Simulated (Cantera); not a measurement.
A freely propagating, adiabatic, planar premixed flame of H2 : O2 : N2 = 1 : 0.417 : 1.57 (molar parts), equivalence ratio 1.2, unburnt at 450 K and 1.50 bar; multicomponent transport, grid criteria slope 0.08 and curve 0.16, no radiation.

Detailed kinetics in Cantera: the H2/O2 subset of GRI-Mech 3.0, which has no nitrogen chemistry. Burning velocities carry a grid error of a few per cent, more on coarse grids.

Task: Predict: laminar burning velocity; thermal thickness; peak x(H); peak x(OH); peak x(HO2); peak x(H2O2).

Result: 
- laminar burning velocity: 511 cm/s
- thermal thickness: 0.242 mm
- peak x(H): 0.0598
- peak x(OH): 0.0148
- peak x(HO2): 0.000541
- peak x(H2O2): 6.46e-5
